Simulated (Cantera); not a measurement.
**Thermodynamics of abatement and gas-phase synthesis, feed N2O + SO2**

Input: 1 mol N2O, 0.041 mol SO2, at 2200 K and 150 bar.

Method: chemical equilibrium by Gibbs-energy minimisation in Cantera with the NASA 1993 tables (ideal gas, pure condensed phases). Candidate condensed phases: S; 17 gas species. The ideal-gas law is rough above about 30 bar. Kinetics and transport are ignored.

The x(N2) comes out as 0.642. The x(O2) is 0.317 and the x(SO2) is 0.0260. The x(NO) comes out as 0.0140 and the x(SO3) is 0.000606. The x(NO2) is 0.000270 and the x(O) is 0.000124. The x(N2O) is 8.63e-6 and the x(SO) is 2.91e-6. The gas amount comes out as 1.540 mol and the log10 activity of S(l) (absent) is -7.53.
